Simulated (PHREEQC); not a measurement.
Make-up at 20 °C: 0.007 mol/kgw HCl, 7.5e-05 mol/kgw CaCl2 and 0.0011 mol/kgw CuCl2. Closed to the air; pH follows from the charge balance.

The numbers come from PHREEQC with the ion-association model, wateq4f.dat.

This is a speciation only: nothing precipitates in the calculation.

Task: Predict the pH.

Result: pH 2.19.

Task: In which forms is Cu present?

Result: Cu+2 99 %, CuCl+ 1.3 % of the Cu.

Species that the database lacks are ignored.
